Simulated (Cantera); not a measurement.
A perfectly stirred reactor is fed with H2 : O2 : N2 : H2O = 1 : 0.617 : 7.41 : 1.1 (molar parts), at 500000 Pa; it is adiabatic with a 625 K inlet, and is followed from long to short residence time, starting on the burning branch (τ in s: 0.43, 0.15, 0.05, 0.017, 0.0057, 0.0019, 0.00065, 0.00022, 7.4e-05, 2.5e-05).

Model: the H2/O2 subset of GRI-Mech 3.0, which has no nitrogen chemistry, integrated in Cantera. The hydrogen kinetics of GRI-Mech 3.0 are dated; newer H2 mechanisms differ, most at raised pressure.

**Question.** What does this change do: N2 7.41 to 11 parts?

**Answer.** 
```
quantity                                                                       before                               after
------------------------------------------------  -----------------------------------  ----------------------------------
blow-out, bracketed by the residence times tried  burning at 1.90 ms, out at 0.650 ms  burning at 0.150 s, out at 50.0 ms
x(H2) at τ = 0.430 s                                                         0.000116                             0.00162
x(O2) at τ = 0.430 s                                                           0.0122                             0.00964
x(H2O) at τ = 0.430 s                                                           0.218                               0.157
x(HO2) at τ = 0.430 s                                                         3.04e-6                             1.51e-5
x(O) at τ = 0.430 s                                                           4.71e-7                             2.01e-7
x(H2) at τ = 1.90 ms                                                          0.00557                              0.0729
x(O2) at τ = 1.90 ms                                                           0.0148                              0.0450
x(H2O) at τ = 1.90 ms                                                           0.212                              0.0802
x(HO2) at τ = 1.90 ms                                                         5.68e-5                              <1e-12
x(O) at τ = 1.90 ms                                                           2.35e-5                              <1e-12
```

**Question.** What does this change do: pressure from 500000 Pa to 330000 Pa?

**Answer.** 
```tsv
quantity	before	after
blow-out, bracketed by the residence times tried	burning at 1.90 ms, out at 0.650 ms	burning at 0.650 ms, out at 0.220 ms
x(H2) at τ = 0.430 s	0.000116	0.000102
x(O2) at τ = 0.430 s	0.0122	0.0122
x(H2O) at τ = 0.430 s	0.218	0.218
x(HO2) at τ = 0.430 s	3.04e-6	2.36e-6
x(O) at τ = 0.430 s	4.71e-7	1.33e-6
x(H2) at τ = 1.90 ms	0.00557	0.00336
x(O2) at τ = 1.90 ms	0.0148	0.0137
x(H2O) at τ = 1.90 ms	0.212	0.214
x(HO2) at τ = 1.90 ms	5.68e-5	3.32e-5
x(O) at τ = 1.90 ms	2.35e-5	6.71e-5
```
